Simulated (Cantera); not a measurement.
Feed: 1 mol SiCl₄, 5.8 mol HCl, 2.3 mol H₂, 2.5 mol Cl₂, equilibrated at 1175 K and 0.180 bar.

Cantera equilibrium calculation (NASA polynomials, part measured and part estimated; ideal gas, pure solids and liquids). Candidate condensed phases: Si; 19 gas species. The numbers say what is thermodynamically allowed, not how fast it happens.

Q: What is the equilibrium state?

A: 
- x(HCl) = 0.896
- x(SiCl₄) = 0.0862
- x(Cl₂) = 0.0167
- x(Cl) = 0.00110
- gas amount = 11.61 mol
- log10 activity of Si(s) (absent) = -19.36
